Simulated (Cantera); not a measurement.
# Thermodynamics of fluorocarbon and chlorocarbon gases, feed CH3Cl + H2 + F2

Input: 1 mol CH3Cl, 0.36 mol H2, 0.12 mol F2, at 0.0133 bar.

Cantera equilibrium calculation (NASA polynomials, part measured and part estimated; ideal gas, pure solids and liquids). Candidate condensed phases: C, C6H6, C7H8, C8H18; 118 gas species. The tables' values for CCl are old estimates; treat these amounts as uncertain. Rates play no part.

| T (K) | log p H | log p H2 | log p HCl | log p Cl | log p HF | log p C3 | n C(graphite) |
|---|---|---|---|---|---|---|---|
| 2525 | -2.69 | -2.27 | -2.43 | -2.99 | -2.94 | -6.14 | 0.971 |
| 2575 | -2.61 | -2.30 | -2.46 | -2.93 | -2.95 | -5.81 | 0.965 |
| 2625 | -2.53 | -2.33 | -2.50 | -2.87 | -2.97 | -5.50 | 0.957 |
| 2675 | -2.47 | -2.36 | -2.55 | -2.81 | -2.98 | -5.20 | 0.947 |
| 2725 | -2.40 | -2.40 | -2.60 | -2.77 | -3.00 | -4.91 | 0.934 |
| 2775 | -2.35 | -2.44 | -2.66 | -2.73 | -3.01 | -4.64 | 0.915 |
| 2825 | -2.30 | -2.49 | -2.73 | -2.69 | -3.03 | -4.37 | 0.887 |
| 2875 | -2.25 | -2.55 | -2.80 | -2.66 | -3.05 | -4.11 | 0.843 |
| 2925 | -2.21 | -2.62 | -2.88 | -2.64 | -3.07 | -3.86 | 0.771 |
| 2975 | -2.18 | -2.70 | -2.97 | -2.63 | -3.09 | -3.62 | 0.650 |
log p: log10 of the partial pressure in bar; n: condensed amount in mol.

From 2525 K to 2975 K the condensed part is C(graphite). The main C-bearing gas is C2H2 (acetylene) at 2525 K and C3 at 2975 K. The share of C in condensed phases is highest at 2525 K (97.1 %) and lowest at 2975 K (65.0 %).
